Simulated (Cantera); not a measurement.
Feed: 1 mol Al, 1.3 mol HCl, 4.9 mol H2, at 1648 K and 10000 Pa.

These are equilibrium values from Cantera (NASA tables, ideal gas, pure condensed phases), not measurements of a reactor. Candidate condensed phases: Al, AlCl3; 12 gas species. The tables' values for AlCl2 are old estimates; treat these amounts as uncertain. The numbers say what is thermodynamically allowed, not how fast it happens.

Base state: H2 0.834, AlCl 0.129, AlCl2 0.0149, HCl 0.0145, AlCl3 0.00807, H 0.000257, Al 1.90e-5 (mole fractions); condensed: gas only.

### Question
What changes in the equilibrium state with this change: pressure from 10000 Pa to 190 Pa?

### Answer
```json
[
 {"species": "H2", "before": "0.834", "after": "0.812"},
 {"species": "AlCl", "before": "0.129", "after": "0.143"},
 {"species": "HCl", "before": "0.0145", "after": "0.0368"},
 {"species": "AlCl2", "before": "0.0149", "after": "0.00585"},
 {"species": "Cl", "before": "3.51e-6", "after": "6.55e-5"},
 {"species": "AlCl3", "before": "0.00807", "after": "0.00113"}
]
```
